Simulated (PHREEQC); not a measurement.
PHREEQC input (ion-association model, wateq4f.dat):

```
SOLUTION_MASTER_SPECIES
  An  An-  0  An  62.0  # stands for a non-complexing anion
SOLUTION_SPECIES
  An- = An-
    -log_k 0
    -gamma 3.0 0
PHASES
  Fix_H+
    H+ = H+
    -log_k 0
SOLUTION 1
  temp 25
  units mmol/kgw
  pH 7 charge
  F 0.013
  Na 50.0138
  Se(6) 0.00042
  An 50
END
SELECTED_OUTPUT 1
  -reset false
  -pH true
  -pe true
  -ionic_strength true
  -water true
  -totals F Na Se Se(-2) Se(4) Se(6)
  -molalities Hfo_wOH Hfo_wOH2+ Hfo_wO- Hfo_sOH Hfo_sOH2+ Hfo_sO- Hfo_wSeO4- Hfo_wOHSeO4-2 Hfo_wF Hfo_wOHF-
USER_PUNCH 1
  -headings sigma psi
  10 PUNCH EDL("sigma", "Hfo"), EDL("psi", "Hfo")
PRINT
  -reset false
USE solution 1
SURFACE 1
  Hfo_wOH 0.000202247 600 0.09
  Hfo_sOH 5.05618e-06
EQUILIBRIUM_PHASES 1
  Fix_H+ -4 HAn 10
    -force_equality true
  O2(g) -0.68 10
END
# ... the last block is repeated for the other 16 points of pH, with NaOH or the acid as the point needs
```

Selected output (columns that matter, 17 of 17 rows; pH added in front):

```
pH	mu	F	Na	Se	m_Hfo_wOH	m_Hfo_wOH2+	m_Hfo_wO-	m_Hfo_sOH	m_Hfo_sOH2+	m_Hfo_sO-	m_Hfo_wSeO4-	m_Hfo_wOHSeO4-2	sigma	psi
4	0.05021	4.6415e-06	0.050014	6.4871e-09	3.6907e-05	0.00015637	1.9955e-07	9.645e-07	4.0865e-06	5.2151e-09	2.6855e-07	1.4496e-07	0.28136	0.15753
4.38	0.05013	5.1973e-06	0.050014	1.0471e-08	5.7282e-05	0.0001362	5.519e-07	1.4927e-06	3.5491e-06	1.4382e-08	2.0875e-07	2.0078e-07	0.24212	0.14989
4.75	0.050091	6.1143e-06	0.050014	1.9302e-08	7.8647e-05	0.00011508	1.2313e-06	2.0397e-06	2.9846e-06	3.1933e-08	1.5634e-07	2.4435e-07	0.20124	0.14048
5.12	0.050068	7.3129e-06	0.050014	3.9615e-08	9.8987e-05	9.4826e-05	2.3672e-06	2.5512e-06	2.444e-06	6.1009e-08	1.123e-07	2.6809e-07	0.16204	0.12947
5.5	0.050053	8.6886e-06	0.050014	8.6709e-08	0.00011703	7.6466e-05	4.1035e-06	2.9946e-06	1.9566e-06	1.05e-07	7.406e-08	2.5923e-07	0.12614	0.11682
5.88	0.050042	1.0016e-05	0.050014	1.7685e-07	0.00013129	6.1288e-05	6.4429e-06	3.3354e-06	1.5571e-06	1.6368e-07	4.1219e-08	2.0193e-07	0.095603	0.10298
6.25	0.050034	1.1098e-05	0.050014	2.8864e-07	0.00014132	4.9679e-05	9.2101e-06	3.569e-06	1.2546e-06	2.3259e-07	1.7501e-08	1.1386e-07	0.070933	0.088382
6.62	0.050028	1.189e-05	0.050014	3.6979e-07	0.0001479	4.0947e-05	1.2238e-05	3.7189e-06	1.0296e-06	3.0773e-07	5.4217e-09	4.4787e-08	0.050737	0.072629
7	0.050024	1.2411e-05	0.050014	4.0563e-07	0.00015187	3.4434e-05	1.5344e-05	3.808e-06	8.6342e-07	3.8475e-07	1.2958e-09	1.307e-08	0.034	0.05528
7.38	0.05002	1.2706e-05	0.050014	4.1647e-07	0.00015396	2.973e-05	1.8264e-05	3.8546e-06	7.4433e-07	4.5728e-07	2.7521e-10	3.2593e-09	0.020522	0.036926
7.75	0.050017	1.2857e-05	0.050014	4.1916e-07	0.00015491	2.6277e-05	2.092e-05	3.8754e-06	6.574e-07	5.2336e-07	5.7733e-11	7.7834e-10	0.00958	0.018367
8.12	0.050016	1.2932e-05	0.050016	4.1981e-07	0.0001552	2.3445e-05	2.3535e-05	3.8813e-06	5.8633e-07	5.8858e-07	1.1837e-11	1.7921e-10	-0.00027693	-0.00054231
8.5	0.050021	1.2968e-05	0.050024	4.1996e-07	0.00015496	2.0786e-05	2.6466e-05	3.8747e-06	5.1973e-07	6.6175e-07	2.314e-12	3.9453e-11	-0.010455	-0.019968
8.88	0.050029	1.2985e-05	0.050035	4.1999e-07	0.00015408	1.81e-05	3.0049e-05	3.8524e-06	4.5253e-07	7.5129e-07	4.5659e-13	8.8893e-12	-0.021911	-0.039038
9.25	0.050046	1.2993e-05	0.050056	4.2e-07	0.00015226	1.5323e-05	3.4658e-05	3.8066e-06	3.831e-07	8.6648e-07	9.5822e-14	2.1775e-12	-0.035425	-0.056954
9.62	0.05008	1.2996e-05	0.050094	4.2e-07	0.00014889	1.2403e-05	4.0947e-05	3.7224e-06	3.1008e-07	1.0237e-06	2.0597e-14	5.6548e-13	-0.052288	-0.073983
10	0.050158	1.2998e-05	0.050178	4.2e-07	0.00014302	9.4049e-06	4.9823e-05	3.5755e-06	2.3512e-07	1.2456e-06	4.3533e-15	1.514e-13	-0.074032	-0.090388
```
